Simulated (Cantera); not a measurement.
**Boron, boron nitride and boron oxide: B₂O₃ + O₂ + H₂**

Charge: 1 mol B₂O₃, 6.8 mol O₂, a varied amount of H₂, equilibrated at 0.100 bar.

Equilibrium computed with Cantera from the NASA thermochemical tables; the gas is ideal and each condensed phase is pure. Candidate condensed phases: B, B₂O₃, B₃O₃H₃, H₂O; 23 gas species. Rates play no part.

Question: Map the stable condensed phases over T = 823, 923, 1023, 1123, 1223, 1323, 1423, 1523, 1623, 1723, 1823 K and n(H₂) in mol = 0.54, 1.4, 2.2, 3, 3.8, 4.6, 5.5.

Answer: 
```
T in K \ n(H₂) in mol
         0.54  1.4  2.2    3  3.8  4.6  5.5
   1823     A    B    B    B    B    B    B
   1723     A    A    A    B    B    B    B
   1623     A    A    A    A    A    A    A
   1523     A    A    A    A    A    A    A
   1423     A    A    A    A    A    A    A
   1323     A    A    A    A    A    A    A
   1223     A    A    A    A    A    A    A
   1123     A    A    A    A    A    A    A
   1023     A    A    A    A    A    A    A
    923     A    A    A    A    A    A    A
    823     A    A    A    A    A    A    A
```
A: B₂O₃; B: gas only.
